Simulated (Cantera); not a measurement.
An adiabatic, constant-volume homogeneous reactor starts with CO : H2 : CH4 : O2 : N2 : H2O = 1 : 1 : 0.11 : 1.79 : 12.9 : 1.6 (molar parts), equivalence ratio 0.68, at 1200 K and 1.01 bar.

Cantera simulation using GRI-Mech 3.0 (53 species, 325 reactions); the numbers are that mechanism's predictions, not measurements.

One state of this run: T (K) = 2273; P (bar) = 1.82; x CO = 0.00246; x H2 = 0.00115; x CH4 = <1e-12; x CH2 = <1e-12; x H2O = 0.158. x: mole fraction; the columns are a selection and need not sum to one.

Task: Which value of t (s) does it belong to?
(A) 0.000317
(B) 0.00844
(C) 4.00e-6
(D) 1.19e-5

Result: B, 0.00844
